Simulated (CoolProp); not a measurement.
Oxygen along the isobar 0.609 MPa: Z from the reference equation and from simpler models built on Tc = 154.6 K, pc = 5.046 MPa, ω = 0.022; each cubic takes its own stable root.

Values from CoolProp's reference Helmholtz-energy equation of state, Schmidt 1985.

| T (K) | phase | reference |
|---|---|---|
| 76.5 | liquid | 0.02537 |
| 84 | liquid | 0.02380 |
| 91.5 | liquid | 0.02255 |
| 99 | liquid | 0.02158 |
| 106.5 | liquid | 0.02084 |
| 114 | gas | 0.8923 |
| 121.5 | gas | 0.9124 |
| 129 | gas | 0.9275 |
| 136.5 | gas | 0.9392 |
| 144 | gas | 0.9485 |
| 151.5 | gas | 0.9560 |
| 159 | gas | 0.9621 |
| 166.5 | gas | 0.9671 |
| 174 | gas | 0.9714 |
| 181.5 | gas | 0.9750 |
| 189 | gas | 0.9780 |

Question: How far does each simpler model (van der Waals, Redlich-Kwong, Soave-Redlich-Kwong, Peng-Robinson) lie from the reference over these 16 states: mean and median of the absolute difference, and the worst?

Answer: 
- van der Waals: mean 525.6 %, median 1.3 %, worst +4249.3 % at 106.5 K and 0.609 MPa
- Redlich-Kwong: mean 0.4 %, median 0.1 %, worst -1.6 % at 76.5 K and 0.609 MPa
- Soave-Redlich-Kwong: mean 0.2 %, median 0.1 %, worst +1.2 % at 106.5 K and 0.609 MPa
- Peng-Robinson: mean 3.8 %, median 0.6 %, worst -11.4 % at 84 K and 0.609 MPa

At some of these states van der Waals gives the other phase, because its saturation line lies elsewhere.
